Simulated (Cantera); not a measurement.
An isothermal, constant-pressure homogeneous reactor starts with N₂O : H₂O = 1 : 0.14 (molar parts), at 1150 K and 0.133 bar.

Detailed kinetics in Cantera: GRI-Mech 3.0 (53 species, 325 reactions). GRI-Mech 3.0 was tuned for natural gas; its chemistry of N2O as a main component is partial and can be far from experiment. The mechanism lacks the step 2 NO + O2 → 2 NO2, which can matter for NO2 below about 1400 K. The temperature is held fixed by assumption; the heat of reaction is taken as removed at once.

Problem. Predict: x(N₂O) at 50.0 s; x(H₂O) at 50.0 s; x(NO) at 50.0 s; x(O) at 50.0 s; x(HO₂) at 50.0 s; x(O₂) at 50.0 s; x(H₂O₂) at 50.0 s.

Solution. 
```
Property                                              Value
-----------------  ----------------------------------------
x(N₂O) at 50.0 s     0.0774 (gas-phase equilibrium 3.25e-9)
x(H₂O) at 50.0 s      0.0887 (gas-phase equilibrium 0.0854)
x(NO) at 50.0 s     0.0328 (gas-phase equilibrium 0.000140)
x(O) at 50.0 s      5.44e-7 (gas-phase equilibrium 1.27e-8)
x(HO₂) at 50.0 s    2.39e-8 (gas-phase equilibrium 5.54e-9)
x(O₂) at 50.0 s         0.261 (gas-phase equilibrium 0.305)
x(H₂O₂) at 50.0 s  8.64e-9 (gas-phase equilibrium 2.58e-10)
```
